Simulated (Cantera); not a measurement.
Equilibrium for carbon deposition, reforming and gasification: C2H2 + NH3 + CO2

Feed: 1 mol C2H2, 0.1 mol NH3, 0.043 mol CO2, equilibrated at 1900 K.

Cantera equilibrium calculation (NASA polynomials, part measured and part estimated; ideal gas, pure solids and liquids). Candidate condensed phases: C, C6H6, C7H8, C8H18, H2O; 136 gas species. The ideal-gas law is rough above about 30 bar. The numbers say what is thermodynamically allowed, not how fast it happens.

```csv
P (Pa),x H2,x H,x CO,x CH4,x N2,x HCN,x H2O,n C(graphite)
10,0.825,0.0721,0.0645,3.82e-8,0.0366,0.00169,9.49e-10,1.95
100,0.871,0.0234,0.0661,4.26e-7,0.0375,0.00176,1.03e-8,1.95
1000,0.886,0.00747,0.0666,4.41e-6,0.0378,0.00178,1.05e-7,1.95
10000,0.891,0.00237,0.0668,4.46e-5,0.0379,0.00179,1.06e-6,1.95
100000,0.892,0.000749,0.0669,0.000447,0.0379,0.00179,1.06e-5,1.95
1000000,0.888,0.000236,0.0671,0.00443,0.0381,0.00179,0.000106,1.95
10000000,0.847,7.31e-5,0.0686,0.0404,0.0394,0.00178,0.00104,1.90
```
x: gas mole fraction; n: condensed amount in mol.

From 0.0750 Torr to 75000 Torr the condensed part is C(graphite). The main C-bearing gas is CO throughout.
